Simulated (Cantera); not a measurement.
Charge: 1 mol Pb, 22 mol H2O, 8.4 mol CO, at 1725 °C and 62.0 Pa.

Method: chemical equilibrium by Gibbs-energy minimisation in Cantera with the NASA 1993 tables (ideal gas, pure condensed phases). Candidate condensed phases: C, C6H6, C7H8, C8H18, H2O, Pb, PbO, PbO2, Pb3O4; 113 gas species. Rates play no part.

Base state: H2O 0.543, CO 0.135, H2 0.127, CO2 0.127, Pb 0.0306, H 0.0230, OH 0.00979, O2 0.00240 (mole fractions); condensed: gas only.

### Question
What changes in the equilibrium state with this change: pressure from 62.0 Pa to 500000 Pa?

### Answer
```json
[
 {"species": "H2O", "before": "0.543", "after": "0.569"},
 {"species": "CO", "before": "0.135", "after": "0.137"},
 {"species": "H2", "before": "0.127", "after": "0.131"},
 {"species": "H", "before": "0.0230", "after": "0.000260"},
 {"species": "OH", "before": "0.00979", "after": "0.000112"},
 {"species": "CO2", "before": "0.127", "after": "0.130"},
 {"species": "Pb", "before": "0.0306", "after": "0.0312"},
 {"species": "Pb2", "before": "2.84e-9", "after": "2.37e-5"},
 {"species": "O", "before": "0.00130", "after": "1.63e-7"},
 {"species": "O2", "before": "0.00240", "after": "3.06e-7"}
]
```
Gases not in the tables: (PbO)n polymers.
